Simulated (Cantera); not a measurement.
**Stirred combustor or abatement burner**

A perfectly stirred reactor is fed with CH3OH : O2 : N2 = 1 : 2.54 : 11.4 (molar parts), at 9.87 atm; it is adiabatic with a 550 K inlet, and is followed from long to short residence time, starting on the burning branch (τ in s: 0.18, 0.09, 0.044, 0.022, 0.011, 0.0053, 0.0026, 0.0013, 0.00064, 0.00031, 0.00015, 7.6e-05).

Model: GRI-Mech 3.0 (53 species, 325 reactions), integrated in Cantera. GRI-Mech 3.0 was tuned for natural gas; its chemistry of methanol as a main component is partial and can be far from experiment.

| τ (s) | T (K) | x CH3OH | x O2 | x CH2O | x O | x N2O |
|---|---|---|---|---|---|---|
| 0.18 | 1759 | 9.11e-7 | 0.0673 | 6.39e-7 | 9.30e-6 | 4.72e-7 |
| 0.090 | 1759 | 1.66e-6 | 0.0673 | 1.17e-6 | 1.13e-5 | 5.69e-7 |
| 0.044 | 1758 | 2.98e-6 | 0.0673 | 2.10e-6 | 1.48e-5 | 7.31e-7 |
| 0.022 | 1757 | 5.14e-6 | 0.0674 | 3.65e-6 | 2.02e-5 | 9.63e-7 |
| 0.011 | 1755 | 8.72e-6 | 0.0675 | 6.24e-6 | 2.84e-5 | 1.28e-6 |
| 0.0053 | 1752 | 1.51e-5 | 0.0676 | 1.09e-5 | 4.14e-5 | 1.69e-6 |
| 0.0026 | 1746 | 2.60e-5 | 0.0679 | 1.89e-5 | 6.01e-5 | 2.09e-6 |
| 0.0013 | 1738 | 4.46e-5 | 0.0684 | 3.28e-5 | 8.54e-5 | 2.36e-6 |
| 0.00064 | 1722 | 8.11e-5 | 0.0693 | 6.04e-5 | 0.000117 | 2.39e-6 |
| 0.00031 | 1682 | 0.000185 | 0.0719 | 0.000138 | 0.000136 | 2.01e-6 |
| 0.00015 | 550 | 0.0669 | 0.170 | <1e-12 | <1e-12 | <1e-12 |
| 7.6e-5 | 550 | 0.0669 | 0.170 | <1e-12 | <1e-12 | <1e-12 |
x: mole fraction; the columns are a selection and need not sum to one.
